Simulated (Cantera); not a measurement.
Feed: 1 mol borazine, 62 mol H2, at 9.00 Torr.

Cantera equilibrium calculation (NASA polynomials, part measured and part estimated; ideal gas, pure solids and liquids). Candidate condensed phases: B, BN; 15 gas species. The feed counts by its element totals alone. Mutual solubility and eutectic melting of coexisting phases are not modelled. Equilibrium is a limit: real reactors are often held back by kinetics, nucleation or transport.

Task: Which condensed phases are stable at each of these points (T (K)): 1550, 1575, 1600, 1625, 1650, 1675, 1700, 1725, 1750, 1775, 1800, 1825, 1850, 1875?

Result: 
```csv
T (K),condensed phases,B condensed (%)
1550,BN(s),100.0
1575,BN(s),100.0
1600,BN(s),100.0
1625,BN(s),99.9
1650,BN(s),99.9
1675,B(s) + BN(s),99.9
1700,B(s) + BN(s),99.9
1725,B(s) + BN(s),99.8
1750,B(s) + BN(s),99.8
1775,B(s) + BN(s),99.8
1800,B(s) + BN(s),99.7
1825,B(s) + BN(s),99.7
1850,B(s) + BN(s),99.6
1875,B(s) + BN(s),99.5
```

From 1550 K to 1650 K the condensed part is BN(s). From 1675 K to 1875 K the condensed part is B(s) + BN(s).
